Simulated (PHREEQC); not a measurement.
A solution holds 66 mmol/kgw NH4Cl, 130 mmol/kgw Na2SO4 and 0.15 mmol/kgw LiCl, at 25 °C. Closed to the air; pH follows from the charge balance.

Model: ion-association model, phreeqc.dat, run in PHREEQC.

| quantity | before | after |
|---|---|---|
| pH | 5.69 | 5.16 |
| ionic strength (mol/kgw) | 0.381 | 0.378 |
| Na+ (mol/kgw) | 0.235 | 0.231 |
| NH4+ (mol/kgw) | 0.0536 | 0.0556 |
| SI of Halite (NaCl) | -3.69 | -3.79 |

### Question
Name the change that produced these shifts.
(A) temperature from 25 to 90 °C
(B) 0.13 mol/kgw NaHCO3 added
(C) NH4Cl from 0.066 to 0.0594 mol/kgw
(D) diluted 2-fold with water
(E) diluted 5-fold with water

### Answer
A, temperature from 25 to 90 °C

No solid was allowed to form. Away from 25 °C the constants follow the database's enthalpies or fits; those with neither stay at their 25 °C values.
